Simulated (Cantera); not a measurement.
An isothermal, constant-pressure homogeneous reactor starts with 20.1 % H2, 37.9 % O2, 41.7 % N2, 0.254 % H2O, at 1098 K and 12000 Pa.

Computed with Cantera and GRI-Mech 3.0 (53 species, 325 reactions). The temperature is held fixed by assumption; the heat of reaction is taken as removed at once.

One state of this run: x H2 = 4.32e-7; x O2 = 0.310; x H2O2 = 5.55e-8; x O = 8.53e-7; x H2O = 0.226; x NO = 1.69e-6. x: mole fraction; the columns are a selection and need not sum to one.

Which value of t (s) does it belong to?
A) 40.5
B) 0.0730
C) 0.0120
D) 2.70

B, 0.0730
